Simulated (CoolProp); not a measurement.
A Linde-Hampson liquefier for CF4 (R14): isothermal reversible compression at 320 K from 1 atm to 10 MPa, throttling to 1 atm, return gas leaving the recuperator 10 K below the feed. Each further row changes one setting.

Model: reference Helmholtz-energy equation of state, Platzer 1990, in CoolProp. This equation is an older, rougher fit; its heat capacities, sound speeds and derivatives of the liquid may be far off and weren't checked against measurements.

```csv
case,liquid yield per pass,compression work (kJ/kg of gas)
as stated,___,131
high pressure 20 MPa,___,___
warm-end temperature 350 K,___,___
warm-end gap 15 K,___,131
```

**Question.** What belongs in the gaps?

**Answer.** 
- as stated, liquid yield per pass: 0.118
- high pressure 20 MPa, liquid yield per pass: 0.202
- high pressure 20 MPa, compression work (kJ/kg of gas): 148
- warm-end temperature 350 K, liquid yield per pass: 0.079
- warm-end temperature 350 K, compression work (kJ/kg of gas): 146
- warm-end gap 15 K, liquid yield per pass: 0.104
